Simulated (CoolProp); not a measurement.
Computed with CoolProp (reference Helmholtz-energy equation of state, Lemmon 2013).

Problem. Give the vapour pressure (MPa), liquid density (kg/m³), vapour density (kg/m³), liquid cp (kJ/(kg K)) of saturated propylene at 202.1, 228, 279.9 K.

Solution. 
```json
[
 {"T (K)": "202.1", "p (MPa)": "0.0303", "liquid density (kg/m³)": "638", "vapour density (kg/m³)": "0.770", "liquid cp (kJ/(kg K))": "2.12"},
 {"T (K)": "228", "p (MPa)": "0.113", "liquid density (kg/m³)": "607", "vapour density (kg/m³)": "2.62", "liquid cp (kJ/(kg K))": "2.20"},
 {"T (K)": "279.9", "p (MPa)": "0.711", "liquid density (kg/m³)": "536", "vapour density (kg/m³)": "14.9", "liquid cp (kJ/(kg K))": "2.49"}
]
```
